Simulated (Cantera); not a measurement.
A perfectly stirred reactor is fed with 4.76 % H₂, 95.2 % O₂, equivalence ratio 0.025, at 0.00829 atm; it is held at 1275 K, and followed from long to short residence time.

Model: GRI-Mech 3.0 (53 species, 325 reactions), integrated in Cantera. Radical loss at walls, strong at low pressure, is not modelled. The temperature is held fixed by assumption; the heat of reaction is taken as removed at once.

Problem. Predict: x(H₂) at τ = 1.80 s; x(O₂) at τ = 1.80 s; x(H) at τ = 1.80 s; x(H₂O₂) at τ = 1.80 s; x(OH) at τ = 1.80 s; x(H₂) at τ = 0.100 s; x(O₂) at τ = 0.100 s; x(H) at τ = 0.100 s; x(H₂O₂) at τ = 0.100 s; x(OH) at τ = 0.100 s.

Solution. 
```
Quantity                  Result
----------------------  --------
x(H₂) at τ = 1.80 s     0.000165
x(O₂) at τ = 1.80 s        0.945
x(H) at τ = 1.80 s      0.000376
x(H₂O₂) at τ = 1.80 s    3.47e-8
x(OH) at τ = 1.80 s      0.00169
x(H₂) at τ = 0.100 s    0.000758
x(O₂) at τ = 0.100 s       0.928
x(H) at τ = 0.100 s      0.00331
x(H₂O₂) at τ = 0.100 s   4.89e-8
x(OH) at τ = 0.100 s     0.00347
```
